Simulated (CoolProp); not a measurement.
Computed with CoolProp (reference Helmholtz-energy equation of state, Lemmon 2006). It is a short technical equation, of lower accuracy than the large ones.

### Question
For C2F6 (R116), give the phase and the Z, viscosity (µPa s) at 8.15 °C and 0.98 MPa; 8.15 °C and 1.63 MPa; 8.15 °C and 4.24 MPa.

### Answer
- 8.15 °C and 0.98 MPa: gas; Z 0.862, viscosity 13.4
- 8.15 °C and 1.63 MPa: gas; Z 0.743, viscosity 13.9
- 8.15 °C and 4.24 MPa: liquid; Z 0.220, viscosity 108

Viscosity comes from a separate model (Huber 2003), an estimate that may be off by 10 % or more.
